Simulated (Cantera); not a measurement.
# Premixed flame

A freely propagating, adiabatic, planar premixed flame of H₂ : O₂ : N₂ = 1 : 0.23 : 0.857 (molar parts), unburnt at 425 K and 0.520 bar; mixture-averaged transport, grid criteria slope 0.08 and curve 0.16, no radiation.

Model: the H2/O2 subset of GRI-Mech 3.0, which has no nitrogen chemistry, integrated in Cantera. Burning velocities carry a grid error of a few per cent, more on coarse grids.

| z (mm) | T (K) | u (m/s) | x H₂ | x O₂ | x O | x H₂O | x H | x HO₂ |
|---|---|---|---|---|---|---|---|---|
| -2.81 | 425 | 4.75 | 0.479 | 0.110 | <1e-8 | <1e-8 | <1e-8 | <1e-8 |
| -1.87 | 425 | 4.75 | 0.479 | 0.110 | <1e-8 | <1e-8 | <1e-8 | <1e-8 |
| -1.40 | 425 | 4.75 | 0.479 | 0.110 | <1e-8 | <1e-8 | <1e-8 | <1e-8 |
| -0.936 | 425 | 4.75 | 0.479 | 0.110 | <1e-8 | 4.55e-8 | <1e-8 | 7.23e-8 |
| -0.468 | 448 | 4.99 | 0.476 | 0.110 | 6.87e-6 | 0.000741 | 0.000110 | 0.000196 |
| -0.234 | 715 | 7.75 | 0.441 | 0.103 | 0.000217 | 0.0227 | 0.00854 | 0.000114 |
| 0 | 1119 | 11.8 | 0.344 | 0.0679 | 0.00246 | 0.101 | 0.0492 | 4.09e-5 |
| 0.234 | 1377 | 14.4 | 0.256 | 0.0168 | 0.00257 | 0.199 | 0.0858 | 9.61e-6 |
| 0.468 | 1483 | 15.5 | 0.237 | 0.00268 | 0.00117 | 0.228 | 0.0894 | 1.46e-6 |
| 0.936 | 1584 | 16.4 | 0.241 | 0.000418 | 0.000791 | 0.233 | 0.0789 | 2.21e-7 |
| 1.87 | 1692 | 17.4 | 0.250 | 0.000263 | 0.000622 | 0.236 | 0.0639 | 1.35e-7 |
| 3.74 | 1800 | 18.4 | 0.260 | 0.000171 | 0.000421 | 0.238 | 0.0484 | 8.91e-8 |
| 7.48 | 1896 | 19.2 | 0.269 | 9.46e-5 | 0.000240 | 0.241 | 0.0343 | 5.30e-8 |
x: mole fraction of selected species; z is measured from the peak of heat release.

- laminar burning velocity: 475 cm/s
- thermal thickness: 0.936 mm
- peak x(O): 0.00322
- peak x(H): 0.0902
- peak x(HO₂): 0.000242
- grid points: 132
